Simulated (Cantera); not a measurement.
Input: 1 mol Si₃N₄, 6.4 mol H₂, 0.36 mol C, held at 0.133 bar.

These are equilibrium values from Cantera (NASA tables, ideal gas, pure condensed phases), not measurements of a reactor. Candidate condensed phases: C, C₆H₆, C₇H₈, C₈H₁₈, Si, SiC, Si₃N₄; 105 gas species. Mutual solubility and eutectic melting of coexisting phases are not modelled. The tables' values for SiN are old estimates; treat these amounts as uncertain. Gases not in the tables: Si₂H₆ and higher silanes. The numbers say what is thermodynamically allowed, not how fast it happens.

log p: log10 of the partial pressure in bar; n: condensed amount in mol.

```csv
T (°C),log p H₂,log p N₂,log p H,log p Si,log p Si₂C,n SiC(s),n Si₃N₄(s),n Si(l)
1225,-0.89,-2.32,-5.21,-9.35,-12.17,0.359,0.880,0
1325,-0.89,-2.32,___,___,___,0.360,0.880,0
1425,-0.89,-2.32,-4.29,-6.52,-8.74,0.360,0.880,0
1525,-0.90,-2.07,-3.91,-5.51,-7.49,0.360,0.781,0.296
1625,-0.99,-1.50,___,___,___,0.359,0,2.64
1725,-1.00,-1.50,-3.29,-4.37,-5.94,0.357,0,2.64
1825,-1.00,-1.50,-3.01,-3.88,-5.28,0.353,0,2.63
1925,-1.00,-1.50,-2.76,-3.44,-4.68,0.346,0,2.62
2025,-1.01,-1.51,-2.52,-3.04,-4.13,0.331,0,2.58
2125,-1.02,-1.52,-2.31,-2.67,-3.63,0.301,0,2.49
2225,-1.05,-1.54,-2.13,-2.33,-3.18,0.233,0,2.29
2325,-1.09,-1.57,-1.96,-2.02,-2.76,0.0692,0,1.82
```

**Question.** Fill in the missing entries.

**Answer.** 
- 1625, log p H: -3.60
- 1625, log p Si: -4.91
- 1625, log p Si₂C: -6.67
- 1325, log p H: -4.72
- 1325, log p Si: -7.84
- 1325, log p Si₂C: -10.35
